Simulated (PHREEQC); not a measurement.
1 kg of water holding 0.011 mol/kgw Na2CO3, 0.0036 mol/kgw NaCl, 0.0074 mol/kgw Na2SO4 and 0.2 mol/kgw NaOH is evaporated at 20 °C; the solids stay in contact with the brine. CO2 is held at log p = -3.4 (atm). Solids allowed: Burkeite, Halite, Mirabilite, Nahcolite, Natron, Thenardite, Trona. Others were left out.

Model: Pitzer model, pitzer.dat, run in PHREEQC.

### Question
Predict ionic strength at water left (kg) = 0.8231, 0.07968, 0.02464.

### Answer
```
water left (kg)  ionic strength
---------------  --------------
0.8231                    0.397
0.07968                    4.36
0.02464                    9.75
```

Species that the database lacks are ignored.
